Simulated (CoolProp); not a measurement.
Dimethyl carbonate along the isobar 204 bar: density (kg/m³) from the reference equation and from simpler models built on Tc = 283.9 °C, pc = 49.09 bar, ω = 0.346; each cubic takes its own stable root.

Computed with CoolProp (reference Helmholtz-energy equation of state, Zhou 2011).

| T (°C) | phase | reference |
|---|---|---|
| 133.45 | liquid | 946.6 |
| 143.65 | liquid | 933.3 |
| 153.95 | liquid | 919.8 |
| 164.15 | liquid | 906.2 |
| 174.45 | liquid | 892.4 |
| 184.65 | liquid | 878.4 |
| 194.85 | liquid | 864.3 |
| 205.15 | liquid | 849.7 |
| 215.35 | liquid | 835.1 |
| 225.65 | liquid | 820.0 |
| 235.85 | liquid | 804.7 |
| 246.15 | liquid | 788.8 |
| 256.35 | liquid | 772.7 |

### Question
How far does each simpler model (van der Waals, Peng-Robinson) lie from the reference over these 13 states: mean and median of the absolute difference, and the worst?

### Answer
- van der Waals: mean 34.7 %, median 34.9 %, worst -37.2 % at 133.45 °C and 204 bar
- Peng-Robinson: mean 1.7 %, median 2.0 %, worst +2.1 % at 164.15 °C and 204 bar
